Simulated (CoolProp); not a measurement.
Acetone along the isotherm 238.85 °C: density (kg/m³) from the reference equation and from simpler models built on Tc = 235.0 °C, pc = 4692 kPa, ω = 0.307; each cubic takes its own stable root.

Computed with CoolProp (reference Helmholtz-energy equation of state, Lemmon 2006). It is a short technical equation, of lower accuracy than the large ones.

| p (kPa) | phase | reference | ideal gas | van der Waals | Redlich-Kwong | Soave-Redlich-Kwong | Peng-Robinson |
|---|---|---|---|---|---|---|---|
| 74.2 | gas | 1.019 | 1.012 | 1.017 | 1.018 | 1.018 | 1.018 |
| 169 | gas | 2.338 | 2.306 | 2.330 | 2.334 | 2.334 | 2.337 |
| 384 | gas | 5.412 | 5.239 | 5.370 | 5.389 | 5.388 | 5.405 |
| 875 | gas | 12.90 | 11.94 | 12.66 | 12.76 | 12.76 | 12.86 |
| 1990 | gas | 33.06 | 27.15 | ___ | 32.21 | 32.18 | 32.77 |
| 4530 | gas | ___ | ___ | 113.0 | 119.9 | 118.3 | 125.1 |
| 10300 | supercritical | 498.0 | 140.5 | 304.3 | 373.3 | 371.7 | 412.7 |
| 23500 | supercritical | 571.8 | 320.6 | 355.2 | 452.9 | 452.1 | ___ |

Q: Complete the blanks.

A: 
- 1990, van der Waals: 31.56
- 4530, reference: 132.1
- 4530, ideal gas: 61.80
- 23500, Peng-Robinson: 503.1
